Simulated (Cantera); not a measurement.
What does this Cantera script print?

```python
import numpy as np
import cantera as ct

gas = ct.Solution("gri30.yaml")
gas.TPX = 498, 1000000, {'CH4': 1, 'C2H6': 0.42, 'O2': 6.55, 'N2': 24.6}
inlet = ct.Reservoir(gas, clone=True)
gas.equilibrate("HP")  # start burning
reactor = ct.IdealGasConstPressureReactor(gas, energy="on", clone=False)
exhaust = ct.Reservoir(gas, clone=True)
tau = [0.027, 0.013, 0.0067, 0.0033, 0.0016, 0.00081, 0.0004, 0.0002, 9.9e-05, 4.9e-05, 2.4e-05, 1.2e-05, 6e-06][0]
for a, b in ((inlet, reactor), (reactor, exhaust)):
    ct.MassFlowController(a, b, mdot=lambda t: reactor.mass / tau)
net = ct.ReactorNet([reactor])
show = ['CH4', 'C2H6', 'O2', 'HCN', 'HCO', 'CH3']

rows = []
print(f"{'tau/s':>10s}{'T/K':>9s}" + "".join(f"{s:>11s}" for s in show))
for tau in [0.027, 0.013, 0.0067, 0.0033, 0.0016, 0.00081, 0.0004, 0.0002, 9.9e-05, 4.9e-05, 2.4e-05, 1.2e-05, 6e-06]:
    net.initial_time = 0.0
    net.advance(30 * tau)
    before = gas.X
    net.advance(40 * tau)
    drift = np.max(np.abs(gas.X - before) / (gas.X + 1e-9))
    rows.append([gas.T, *gas[show].X, drift])
    print(f"{tau:10.3e}{gas.T:9.1f}" + "".join(f"{x:11.3e}" for x in gas[show].X))
```

Output:

```
     tau/s      T/K        CH4       C2H6         O2        HCN        HCO        CH3
 2.700e-02   1704.8  9.978e-06  9.791e-07  9.403e-02  2.703e-09  5.127e-09  1.844e-06
 1.300e-02   1702.8  1.688e-05  1.717e-06  9.412e-02  3.722e-09  1.062e-08  3.156e-06
 6.700e-03   1700.0  2.717e-05  2.842e-06  9.426e-02  5.027e-09  2.068e-08  5.086e-06
 3.300e-03   1695.1  4.566e-05  4.885e-06  9.454e-02  6.806e-09  4.253e-08  8.436e-06
 1.600e-03   1686.4  7.981e-05  8.668e-06  9.505e-02  8.855e-09  8.983e-08  1.427e-05
 8.100e-04   1671.3  1.436e-04  1.568e-05  9.600e-02  1.070e-08  1.839e-07  2.410e-05
 4.000e-04   1633.2  3.349e-04  3.636e-05  9.858e-02  1.145e-08  4.007e-07  4.715e-05
 2.000e-04    498.0  3.070e-02  1.290e-02  2.011e-01 -8.174e-23  1.813e-34  4.189e-21
 9.900e-05    498.0  3.070e-02  1.290e-02  2.011e-01 -4.652e-26 -1.350e-37  2.081e-21
 4.900e-05    498.0  3.070e-02  1.290e-02  2.011e-01 -2.939e-27 -8.523e-39  1.097e-21
 2.400e-05    498.0  3.070e-02  1.290e-02  2.011e-01 -1.856e-28 -5.383e-40  5.425e-22
 1.200e-05    498.0  3.070e-02  1.290e-02  2.011e-01 -1.172e-29 -3.399e-41  2.709e-22
 6.000e-06    498.0  3.070e-02  1.290e-02  2.011e-01 -7.406e-31 -2.144e-42  1.355e-22
```

Model: GRI-Mech 3.0 (53 species, 325 reactions), integrated in Cantera.
